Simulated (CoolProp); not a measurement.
A single-stage vapour-compression cycle with R134a: evaporating at 220.15 K (dew point), condensing at 279.15 K (bubble point), superheat 10 K, subcooling 8 K, compressor efficiency 0.9, no pressure losses. Each further row changes one setting.

Values from CoolProp's reference Helmholtz-energy equation of state, Tillner-Roth 1994.

```csv
case,cooling COP,pressure ratio,discharge temperature (K),refrigerating effect (kJ/kg),volumetric capacity (kJ/m³)
as stated,2.78,14.7,316.3,176,234
evaporating temperature 225.15 K,?,?,?,179,?
condensing temperature 274.15 K,3.11,12.3,310.2,182,243
subcooling 13 K,2.89,14.7,316.3,182,243
superheat 20 K,2.78,14.7,?,?,?
compressor efficiency 0.8,2.47,14.7,?,176,234
```

**Question.** Some entries are withheld; supply them.

**Answer.** 
- evaporating temperature 225.15 K, cooling COP: 3.18
- evaporating temperature 225.15 K, pressure ratio: 11.0
- evaporating temperature 225.15 K, discharge temperature (K): 312.5
- evaporating temperature 225.15 K, volumetric capacity (kJ/m³): 314
- superheat 20 K, discharge temperature (K): 327.2
- superheat 20 K, refrigerating effect (kJ/kg): 183
- superheat 20 K, volumetric capacity (kJ/m³): 233
- compressor efficiency 0.8, discharge temperature (K): 324.9
